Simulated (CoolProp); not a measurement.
Properties of R124 at several states (Tc = 122.3 °C, pc = 36.24 bar, ω = 0.288).

Values from CoolProp's reference Helmholtz-energy equation of state, de Vries 1995.

```tsv
T (°C)	p (bar)	phase	density (kg/m³)	fugacity coefficient
141.55	3.91	gas	15.99	0.9686
-133.35	2.11	liquid	1801	9.631e-6
143.65	30.6	gas	171.2	0.7667
49.95	196	liquid	1368	0.06948
```
